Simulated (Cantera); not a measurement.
A perfectly stirred reactor is fed with C₃H₈ : O₂ : N₂ : H₂O = 1 : 4.17 : 15.7 : 2.1 (molar parts), at 1.00 bar; it is adiabatic with a 400 K inlet, and is followed from long to short residence time, starting on the burning branch (τ in s: 0.25, 0.11, 0.05, 0.022, 0.01, 0.0045, 0.002, 0.00091, 0.00041, 0.00018, 8.2e-05).

Cantera simulation using GRI-Mech 3.0 (53 species, 325 reactions); the numbers are that mechanism's predictions, not measurements. GRI-Mech 3.0 was tuned for natural gas; its chemistry of propane as a main component is partial and can be far from experiment.

Q: Predict: blow-out, bracketed by the residence times tried; x(C₃H₈) at τ = 0.250 s; x(O₂) at τ = 0.250 s; x(H₂O) at τ = 0.250 s; x(CO) at τ = 0.250 s; x(H₂O₂) at τ = 0.250 s; x(C₃H₈) at τ = 4.50 ms; x(O₂) at τ = 4.50 ms; x(H₂O) at τ = 4.50 ms; x(CO) at τ = 4.50 ms; x(H₂O₂) at τ = 4.50 ms.

A: 
| Property | Result |
|---|---|
| blow-out, bracketed by the residence times tried | burning at 0.180 ms, out at 82.0 µs |
| x(C₃H₈) at τ = 0.250 s | 1.28e-7 |
| x(O₂) at τ = 0.250 s | 0.000191 |
| x(H₂O) at τ = 0.250 s | 0.220 |
| x(CO) at τ = 0.250 s | 0.0429 |
| x(H₂O₂) at τ = 0.250 s | 1.36e-8 |
| x(C₃H₈) at τ = 4.50 ms | 3.19e-6 |
| x(O₂) at τ = 4.50 ms | 0.00233 |
| x(H₂O) at τ = 4.50 ms | 0.213 |
| x(CO) at τ = 4.50 ms | 0.0447 |
| x(H₂O₂) at τ = 4.50 ms | 9.92e-8 |
